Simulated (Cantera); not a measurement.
An isothermal, constant-pressure homogeneous reactor starts with CO : O2 : H2O : N2 = 0.0072 : 0.0098 : 0.045 : 1 (molar parts), equivalence ratio 0.37, at 850 K and 0.168 atm.

Detailed kinetics in Cantera: GRI-Mech 3.0 (53 species, 325 reactions).

### Question
Predict: x(CO) at 5.00 s; x(O2) at 5.00 s; x(H2O) at 5.00 s; x(H2O2) at 5.00 s; x(N2O) at 5.00 s.

### Answer
```json
{
  "x(CO) at 5.00 s": "0.00470 (gas-phase equilibrium <1e-12)",
  "x(O2) at 5.00 s": "0.00824 (gas-phase equilibrium 0.00586)",
  "x(H2O) at 5.00 s": "0.0423 (gas-phase equilibrium 0.0425)",
  "x(H2O2) at 5.00 s": "4.04e-7 (gas-phase equilibrium <1e-12)",
  "x(N2O) at 5.00 s": "5.11e-9 (gas-phase equilibrium 3.70e-11)"
}
```
